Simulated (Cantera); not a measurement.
Charge: 1 mol C, 1.2 mol NH₃, 1.1 mol H₂, at 1475 K and 1.50 bar.

These are equilibrium values from Cantera (NASA tables, ideal gas, pure condensed phases), not measurements of a reactor. Candidate condensed phases: C, C₆H₆, C₇H₈, C₈H₁₈; 92 gas species. Kinetics and transport are ignored.

Base state: H₂ 0.825, N₂ 0.172, CH₄ 0.00297, HCN 0.000333, NH₃ 3.11e-5 (mole fractions); condensed: C(graphite).

Task: What changes in the equilibrium state with this change: temperature from 1475 K to 1050 K?

Result: 
| species | before | after |
|---|---|---|
| H₂ | 0.825 | 0.769 |
| N₂ | 0.172 | 0.180 |
| CH₄ | 0.00297 | 0.0508 |
| HCN | 0.000333 | 4.14e-6 |
| NH₃ | 3.11e-5 | 0.000182 |
| C(graphite), mol | 0.988 | 0.831 |
